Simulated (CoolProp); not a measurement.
Computed with CoolProp (reference Helmholtz-energy equation of state, Lemmon 2006). It is a short technical equation, of lower accuracy than the large ones.

Q: For n-nonane, give the phase and the Z, cp (kJ/(kg K)), cv (kJ/(kg K)), fugacity coefficient at 373.8 K and 1.01 bar.

A: 
- 373.8 K and 1.01 bar: liquid; Z 0.00638, cp 2.51, cv 2.07, fugacity coefficient 0.210
